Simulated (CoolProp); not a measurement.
Methane at 293.15 K and 0.329 MPa is compressed adiabatically to 2.28 MPa with isentropic efficiency 0.8. Each further row changes one setting.

Values from CoolProp's reference Helmholtz-energy equation of state, Setzmann 1991.

```csv
case,work (kJ/kg),final temperature (K),final density (kg/m³)
as stated,457,478.6,[?]
efficiency 1,366,446.0,[?]
efficiency 0.65,[?],514.7,8.54
```

**Question.** What belongs in the gaps?

**Answer.** 
- as stated, final density (kg/m³): 9.20
- efficiency 1, final density (kg/m³): 9.91
- efficiency 0.65, work (kJ/kg): 563
